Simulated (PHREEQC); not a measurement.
Make-up at 20 °C: 9.9 mmol/kgw H2SO4, 84 mmol/kgw ZnSO4 and 8.6 mmol/kgw CuCl2. Closed to the air; pH follows from the charge balance.

All values are PHREEQC results (ion-association model, wateq4f.dat), not measurements.

```
quantity                         before   after
-------------------------------  ------  ------
pH                                 2.09    1.79
ionic strength (mol/kgw)          0.201   0.213
Zn+2 (mol/kgw)                   0.0442  0.0446
SO4-2 (mol/kgw)                  0.0333  0.0340
Cl- (mol/kgw)                    0.0166  0.0166
SI of Goslarite (ZnSO4:7H2O)      -1.85   -1.86
SI of Chalcanthite (CuSO4:5H2O)   -2.11   -2.12
```

What was changed between the two runs?
A) H2SO4 left out
B) diluted 5-fold with water
C) temperature from 20 to 55 °C
D) H2SO4 from 0.0099 to 0.0198 mol/kgw
E) diluted 2-fold with water

D, H2SO4 from 0.0099 to 0.0198 mol/kgw

This is a speciation only: nothing precipitates in the calculation.
